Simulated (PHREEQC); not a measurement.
Consider water at 57 °C with 0.0062 mol/kgw HF and 0.00015 mol/kgw NH4F. Closed to the air; pH follows from the charge balance.

Model: ion-association model, wateq4f.dat, run in PHREEQC.

```tsv
quantity	before	after
pH	2.90	2.93
ionic strength (mol/kgw)	0.00147	0.00138
HF (mol/kgw)	0.00481	0.00492
F- (mol/kgw)	0.00144	0.00135
HF2- (mol/kgw)	3.04e-5	2.91e-5
NH3 (mol/kgw)	4.92e-10	8.28e-10
```

Q: What was changed between the two runs?
A) HF replaced by LiF at the same molality
B) diluted 2-fold with water
C) temperature from 57 to 65 °C
D) diluted 5-fold with water

A: C, temperature from 57 to 65 °C

This is a speciation only: nothing precipitates in the calculation. Away from 25 °C the constants follow the database's enthalpies or fits; those with neither stay at their 25 °C values.
